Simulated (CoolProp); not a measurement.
Vapour-liquid equilibrium of ethylbenzene (1) + n-nonane (2) at 0.0271 MPa; x and y are mole fractions of (1).

Model: multi-fluid Helmholtz-energy mixture model, Zhou 2012 and Lemmon 2006; pair parameters Bell 2016, in CoolProp.

**Question.** Give the bubble temperature and the first vapour's composition at x = 0.5, 0.8, 0.95. Is there an azeotrope?

**Answer.** x = 0.5: 97.4 °C, y = 0.626; x = 0.8: 94.4 °C, y = 0.848; x = 0.95: 93.4 °C, y = 0.959. No azeotrope shows between x = 0.05 and 0.95.

The pair parameters rest on a limited set of measurements; away from them the model extrapolates.
